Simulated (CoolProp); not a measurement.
Vapour-liquid equilibrium of R22 (1) + n-hexane (2) at 172 kPa; x and y are mole fractions of (1).

Model: multi-fluid Helmholtz-energy mixture model, Kamei 1995 and Thol 2019; pair parameters Bell 2016, in CoolProp.

Problem. Give the bubble temperature and the first vapour's composition at x = 0.65, 0.8, 0.95. Is there an azeotrope?

Solution. x = 0.65: -21.1 °C, y = 0.994; x = 0.8: -24.3 °C, y = 0.997; x = 0.95: -27.6 °C, y = 0.999. No azeotrope shows between x = 0.05 and 0.95.

The pair parameters rest on a limited set of measurements; away from them the model extrapolates.
